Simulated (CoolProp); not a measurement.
Vapour-liquid equilibrium of methanol (1) + acetone (2) at 397 K; x and y are mole fractions of (1).

The numbers come from the multi-fluid Helmholtz-energy mixture model, de Reuck 1993 and Lemmon 2006; pair parameters Bell 2016 in CoolProp.

```tsv
x	bubble pressure, mixture model (MPa)	bubble pressure, Raoult's law (MPa)	y, mixture model	y, Raoult's law
0.05	0.6772	0.6627	0.069	0.054
0.2	0.7187	0.6706	0.245	0.213
0.35	0.7465	0.6786	0.390	0.368
0.5	0.7619	0.6865	0.520	0.519
0.65	0.7651	0.6945	0.644	0.667
0.8	0.7550	0.7024	0.776	0.812
0.95	0.7275	0.7104	0.935	0.954
```

The largest gap from Raoult's law is +11.0 % in bubble pressure, at x = 0.5. y crosses x between x = 0.5 and 0.65: the model has an azeotrope there.

The pair parameters rest on a limited set of measurements; away from them the model extrapolates.
